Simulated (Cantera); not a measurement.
A freely propagating, adiabatic, planar premixed flame of 6.10 % CH₄, 1.22 % CO, 16.4 % O₂, 61.6 % N₂, 14.6 % CO₂, unburnt at 625 K and 255 Torr; mixture-averaged transport, grid criteria slope 0.08 and curve 0.16, no radiation.

Computed with Cantera and GRI-Mech 3.0 (53 species, 325 reactions). Burning velocities carry a grid error of a few per cent, more on coarse grids.

Predict: laminar burning velocity; thermal thickness; peak x(CH₂CO); peak x(CH₂); peak x(H).

laminar burning velocity: 72.8 cm/s
thermal thickness: 1.44 mm
peak x(CH₂CO): 3.57e-5
peak x(CH₂): 1.15e-5
peak x(H): 0.00390
